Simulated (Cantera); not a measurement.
acetone + H2O + H2 (carbon deposition, reforming and gasification)

A closed system holds: 1 mol acetone, 1.3 mol H2O, 97 mol H2, held at 1748 K.

Method: chemical equilibrium by Gibbs-energy minimisation in Cantera with the NASA 1993 tables (ideal gas, pure condensed phases). Candidate condensed phases: C, C6H6, C7H8, C8H18, H2O; 110 gas species. The feed counts by its element totals alone. The ideal-gas law is rough above about 30 bar. Rates play no part.

```csv
P (Pa),log p H2,log p H,log p CO,log p CH4,log p H2O,log p C2H2 (acetylene),n C(graphite)
10,-4.02,-5.65,-5.66,-11.08,-13.11,-7.97,0.677
46,-3.35,-5.32,-4.99,-9.74,-11.77,-7.30,0.677
220,-2.67,-4.98,-4.31,-8.38,-10.41,-6.62,0.677
1000,-2.01,-4.65,-3.65,-7.06,-9.09,-5.96,0.676
4600,-1.35,-4.31,-2.99,-5.73,-7.77,-5.29,0.673
22000,-0.67,-3.97,-2.31,-4.37,-6.41,-4.61,0.657
100000,-0.01,-3.65,-1.65,-3.06,-5.09,-3.96,0.586
460000,0.65,-3.32,-0.99,-1.73,-3.77,-3.30,0.263
2200000,1.33,-2.98,-0.32,-0.80,-2.00,-3.46,0
10000000,1.98,-2.65,0.25,0.06,-0.33,-3.70,0
```
log p: log10 of the partial pressure in bar; n: condensed amount in mol.

From 10.0 Pa to 4.60 bar the condensed part is C(graphite). From 22.0 bar to 100 bar nothing is condensed. The main C-bearing gas is CO throughout.
